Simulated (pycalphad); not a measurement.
Computed with pycalphad from the COST 507 light-alloy database (1999), at 1 atm. The database dates from 1999; later assessments differ in places, in temperatures and in the compounds included. Diffusion is slow at the low end, where real alloys seldom reach equilibrium.

Molar enthalpy of Y-66.3Si (at.%) in equilibrium (SER reference):

```tsv
T (K)	H (kJ/mol)	phases
2450	57.01	liquid
2300	52.12	liquid
2150	47.24	liquid
2000	42.36	liquid
1925	39.91	liquid
1850	-2.33	SI5Y3_H + liquid
1775	-30.44	SI2Y_H + SI5Y3_H
1700	-32.82	SI2Y_H + SI5Y3_H
1550	-37.53	SI2Y_H + SI5Y3_H
1400	-43.51	SI2Y_R + SI5Y3_H
1250	-47.99	SI2Y_R + SI5Y3_H
1100	-52.34	SI2Y_R + SI5Y3_H
950	-56.57	SI2Y_R + SI5Y3_H
800	-60.68	SI2Y_R + SI5Y3_H
650	-64.71	SI2Y_R + SI5Y3_R
500	-68.53	SI2Y_R + SI5Y3_R
```

Cooling from 1925 K to 1775 K, across the freezing range, releases 70.4 kJ/mol, or 1450 J/g. The slope is 33 J/(mol K) in the liquid and 32 J/(mol K) just below the solidus, where it includes any heat of precipitation. Liquidus 1921 K, solidus 1793 K. Changes were sought between steps of 75 K, so a narrower field can be missed.

Database names, with the compositions (at.%) that they take in these runs: SI5Y3_H: Si 62 Y 38; SI2Y_H: Si 67 Y 33; SI2Y_R: Si 67 Y 33; SI5Y3_R: Si 62 Y 38.
